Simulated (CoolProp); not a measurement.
Properties of hydrogen chloride along the isotherm 61.55 °C.

Model: reference Helmholtz-energy equation of state, Thol 2018, in CoolProp.

| p (bar) | phase | density (kg/m³) | cp (kJ/(kg K)) | isothermal compressibility (1/MPa) | expansivity (1/kK) |
|---|---|---|---|---|---|
| 0.394 | gas | 0.5171 | 0.8015 | 25.42 | 3.003 |
| 0.579 | gas | 0.7604 | 0.8027 | 17.31 | 3.010 |
| 0.85 | gas | 1.118 | 0.8045 | 11.81 | 3.020 |
| 1.25 | gas | 1.646 | 0.8071 | 8.041 | 3.035 |
| 1.83 | gas | 2.416 | 0.8109 | 5.506 | 3.058 |
| 2.69 | gas | 3.564 | 0.8166 | 3.759 | 3.092 |
| 3.94 | gas | 5.248 | 0.8250 | 2.580 | 3.143 |
| 5.79 | gas | 7.773 | 0.8379 | 1.770 | 3.220 |
| 8.5 | gas | 11.55 | 0.8578 | 1.220 | 3.339 |
| 12.5 | gas | 17.29 | 0.8893 | 0.8456 | 3.529 |
| 18.3 | gas | 26.00 | 0.9402 | 0.5946 | 3.839 |
| 26.9 | gas | 39.92 | 1.030 | 0.4244 | 4.391 |
| 39.4 | gas | 62.76 | 1.205 | 0.3151 | 5.480 |
| 57.9 | gas | 105.1 | 1.644 | 0.2552 | 8.295 |
| 85 | supercritical | 213.8 | 4.050 | 0.3079 | 24.54 |
| 125 | supercritical | 644.5 | 3.742 | 0.05145 | 16.73 |
